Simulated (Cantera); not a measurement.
Equilibrium for iron carbonyl, mercury and lead vapours: Fe(CO)₅ + CO + H₂

Feed: 1 mol Fe(CO)₅, 0.26 mol CO, a varied amount of H₂, at 960 Pa.

Equilibrium computed with Cantera from the NASA thermochemical tables; the gas is ideal and each condensed phase is pure. Candidate condensed phases: C, C₆H₆, C₇H₈, C₈H₁₈, Fe, Fe(CO)₅, FeO, Fe(OH)₂, Fe(OH)₃, Fe₂O₃, Fe₃O₄, H₂O; 114 gas species. Condensed phases not in the tables: cementite and carbon dissolved in iron. Equilibrium is a limit: real reactors are often held back by kinetics, nucleation or transport.

Task: Map the stable condensed phases over T = 800, 850, 900, 950, 1000, 1050, 1100, 1150, 1200, 1250 K and n(H₂) in mol = 3.2, 4.2, 5.5, 7.3, 9.6, 13, 17, 22, 29.

Result: 
```
T in K \ n(H₂) in mol
         3.2 4.2 5.5 7.3 9.6  13  17  22  29
   1250    A   A   A   A   A   A   A   A   A
   1200    B   B   B   A   A   A   A   A   A
   1150    B   B   B   B   B   A   A   A   A
   1100    B   B   B   B   B   B   A   A   A
   1050    B   B   B   B   B   B   B   A   A
   1000    B   B   B   B   B   B   B   B   A
    950    B   B   B   B   B   B   B   B   B
    900    B   B   B   B   B   B   B   B   B
    850    B   B   B   B   B   B   B   B   B
    800    B   B   B   B   B   B   B   B   B
```
A: Fe; B: C + Fe.
